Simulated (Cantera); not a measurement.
Input (Python, Cantera) and output of one run.

```python
import numpy as np
import cantera as ct

gas_names = """
    C CH CH2 CH3 CH2OH CH3O CH4 CH3OH CO CO2 COOH C2 C2H CHCO,ketyl C2H2,acetylene C2H2,vinylidene
    CH2CO,ketene C2H3,vinyl CH3CO,acetyl C2H4 C2H4O,ethylen CH3CHO,ethanal CH3COOH (HCOOH)2 C2H5 C2H6
    CH3OCH3 C2H5OH C2O C3 C3H3,propargyl C3H4,allene C3H4,propyne C3H4,cyclo- C3H5,allyl C3H6,propylene
    C3H6,cyclo- C3H6O C3H7,n-propyl C3H7,i-propyl C3H8 C3H8O,1propanol C3H8O,2propanol C3O2 C4 C4H2
    C4H4,1,3-cyclo- C4H6,butadiene C4H6,2-butyne C4H6,cyclo- C4H8,1-butene C4H8,cis2-buten
    C4H8,tr2-butene C4H8,isobutene C4H8,cyclo- (CH3COOH)2 C4H9,n-butyl C4H9,i-butyl C4H9,s-butyl
    C4H9,t-butyl C4H10,isobutane C4H10,n-butane C5 C5H6,1,3cyclo- C5H8,cyclo- C5H10,1-pentene
    C5H10,cyclo- C5H11,pentyl C5H11,t-pentyl C5H12,n-pentane C5H12,i-pentane CH3C(CH3)2CH3 C6H2
    C6H5,phenyl C6H5O,phenoxy C6H6 C6H5OH,phenol C6H10,cyclo- C6H12,1-hexene C6H12,cyclo- C6H13,n-hexyl
    C7H7,benzyl C7H8 C7H8O,cresol C7H14,1-heptene C7H15,n-heptyl C7H16,n-heptane C8H8,styrene
    C8H10,ethylbenz C8H16,1-octene C8H17,n-octyl C8H18,isooctane C8H18,n-octane C9H19,n-nonyl
    C10H8,naphthale C10H21,n-decyl C12H9,o-bipheny C12H10,bipheny Cu CuO Cu2 H HCO HO2 H2
    HCHO,formaldehy HCOOH H2O H2O2 O OH O2 O3
""".split()
cond_names = """
    C(gr) C6H6(L) C7H8(L) C8H18(L),n-octa Cu(cr) Cu(L) CuO(s) CuO2H2(s) Cu2O(s) Cu2O(L) H2O(s) H2O(L)
""".split()


def load(file, names, dense=False):
    # The tables refer to 1 bar. Condensed volumes are neglected.
    table = {s.name: s for s in ct.Species.list_from_file(file)}
    out = []
    for n in names:
        d = dict(table[n].input_data)
        d["thermo"] = dict(d["thermo"], **{"reference-pressure": 1e5})
        if dense:
            d["equation-of-state"] = {"model": "constant-volume", "density": "1e6 g/cm^3"}
        out.append(ct.Species.from_dict(d))
    return out


gas = ct.Solution(thermo="ideal-gas", species=load("nasa_gas.yaml", gas_names))
cond = {s.name: ct.Solution(thermo="fixed-stoichiometry", species=[s], name=s.name)
        for s in load("nasa_condensed.yaml", cond_names, dense=True)}
atoms = {
    'Cu2O': {'Cu': 2, 'O': 1},
    'C': {'C': 1},
    'H2': {'H': 2},
}
top_T = {'C(gr)': 4500, 'CuO(s)': 1390}  # K; cautious upper limits of use, not melting points


def equilibrate(T, P, feed):
    n = {}
    for name, mol in feed.items():
        for a, k in atoms[name].items():
            n[a] = n.get(a, 0.0) + k * mol
    gas.TPX = T, P, n
    mass = sum(n.values()) * gas.mean_molecular_weight
    gas.equilibrate("TP")
    valid = [c for c in cond.values() if c.min_temp <= T <= top_T.get(c.name, c.max_temp)]
    mix = ct.Mixture([(gas, mass / gas.mean_molecular_weight)] + [(c, 0.0) for c in valid])
    mix.T, mix.P = T, P
    mix.equilibrate("TP", solver="vcs", rtol=1e-11, max_steps=5000)
    return mix


results = []
feed = {'Cu2O': 1, 'C': 0.62, 'H2': 0.17}  # mol
P = 101325  # Pa
for T in [1250, 1350, 1450, 1550, 1650, 1750, 1850]:
    mix = equilibrate(T, P, feed)
    results.append((T, P, feed, dict(zip(mix.species_names, mix.species_moles))))

top = {s: max(r[3][s] / sum(r[3][g] for g in gas_names) for r in results) for s in gas_names}
cols = sorted((s for s in top if top[s] > 0.001), key=lambda s: -top[s])[:7]
seen = [c for c in cond_names if any(r[3].get(c, 0) > 1e-12 for r in results)]
print("log10 of partial pressures in bar; condensed amounts in mol")
print(f"{'T/K':>10s}" + "".join(f"{s[:9]:>10s}" for s in cols + seen))
for T, P, feed, n in results:
    ng = sum(n[g] for g in gas_names)
    print(f"{T:10.4g}" + "".join(f"{np.log10(max(n[s] / ng * P / 1e5, 1e-99)):10.3f}" for s in cols)
          + "".join(f"{n.get(c, 0):10.4g}" for c in seen))
```

Result:

```
log10 of partial pressures in bar; condensed amounts in mol
       T/K        CO       CO2       H2O        H2    Cu(cr)     Cu(L)
      1250    -0.365    -0.440    -0.907    -1.026         2         0
      1350    -0.355    -0.451    -0.875    -1.072         2         0
      1450    -0.348    -0.461    -0.850    -1.114         0         2
      1550    -0.342    -0.469    -0.831    -1.151         0         2
      1650    -0.337    -0.475    -0.816    -1.185         0         2
      1750    -0.333    -0.481    -0.804    -1.215         0         2
      1850    -0.330    -0.486    -0.795    -1.242         0     1.999
```

Method: chemical equilibrium by Gibbs-energy minimisation in Cantera with the NASA 1993 tables (ideal gas, pure condensed phases).
